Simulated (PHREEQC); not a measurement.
Make-up at 20 °C: 0.027 mol/kgw NaH2PO4, 0.019 mol/kgw NaHSO4 and 0.00045 mol/kgw NaOH. Closed to the air; pH follows from the charge balance.

Model: ion-association model, phreeqc.dat, run in PHREEQC.

| quantity | before | after |
|---|---|---|
| pH | 2.31 | 1.30 |
| ionic strength (mol/kgw) | 0.0653 | 0.336 |
| H2PO4- (mol/kgw) | 0.0175 | 0.00479 |
| H3PO4 (mol/kgw) | 0.00950 | 0.0222 |
| HPO4-2 (mol/kgw) | 4.08e-7 | 1.64e-8 |
| NaHPO4- (mol/kgw) | 1.54e-8 | 1.63e-9 |

### Question
What was changed between the two runs?
(A) NaHSO4 replaced by NaBF4 at the same molality
(B) NaHSO4 from 0.019 to 0.095 mol/kgw
(C) NaHSO4 from 0.019 to 0.19 mol/kgw
(D) NaOH replaced by Na2CO3 at the same molality

### Answer
C, NaHSO4 from 0.019 to 0.19 mol/kgw

This is a speciation only: nothing precipitates in the calculation.
